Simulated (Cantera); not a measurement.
## Gas-phase reforming

A perfectly stirred reactor is fed with CH4 : H2O = 1 : 0.35 (molar parts), at 1.01 bar; it is held at 1425 K, and followed from long to short residence time.

Cantera simulation using GRI-Mech 3.0 (53 species, 325 reactions); the numbers are that mechanism's predictions, not measurements. GRI-Mech 3.0 stops at C3 and has no aromatics, soot or wall deposition, so with more carbon than oxygen in the feed, carbon stays in small species such as C2H2 where larger ones or solid carbon would form.

| τ (s) | x CH4 | x H2O | x H | x HO2 | x CH3 | x CH2 | x H2O2 |
|---|---|---|---|---|---|---|---|
| 16 | 0.245 | 0.151 | 4.03e-6 | <1e-12 | 4.44e-5 | 6.85e-10 | <1e-12 |
| 5.4 | 0.304 | 0.183 | 3.09e-6 | <1e-12 | 4.96e-5 | 7.53e-10 | <1e-12 |
| 1.9 | 0.419 | 0.210 | 2.03e-6 | <1e-12 | 6.18e-5 | 7.38e-10 | <1e-12 |
| 0.64 | 0.556 | 0.232 | 1.17e-6 | <1e-12 | 8.25e-5 | 7.29e-10 | <1e-12 |
| 0.22 | 0.654 | 0.247 | 5.87e-7 | <1e-12 | 0.000103 | 7.33e-10 | <1e-12 |
| 0.076 | 0.708 | 0.255 | 2.36e-7 | <1e-12 | 0.000115 | 7.19e-10 | <1e-12 |
| 0.026 | 0.730 | 0.258 | 7.74e-8 | <1e-12 | 0.000111 | 6.19e-10 | <1e-12 |
| 0.0091 | 0.738 | 0.259 | 2.84e-8 | <1e-12 | 9.31e-5 | 4.26e-10 | <1e-12 |
x: mole fraction; the columns are a selection and need not sum to one.
